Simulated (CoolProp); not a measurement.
Vapour-liquid equilibrium of carbonyl sulfide (1) + propane (2) at 43.6 kPa; x and y are mole fractions of (1).

Model: multi-fluid Helmholtz-energy mixture model, Lemmon 2006 and Lemmon 2009; pair parameters Bell 2016, in CoolProp.

Give the bubble temperature and the first vapour's composition at x = 0.35, 0.5, 0.575. Is there an azeotrope?

x = 0.35: 210.1 K, y = 0.441; x = 0.5: 209.2 K, y = 0.584; x = 0.575: 208.7 K, y = 0.652. No azeotrope shows between x = 0.05 and 0.95.

Pair parameters are fitted to limited data, so mixtures are less certain than the pure fluids.
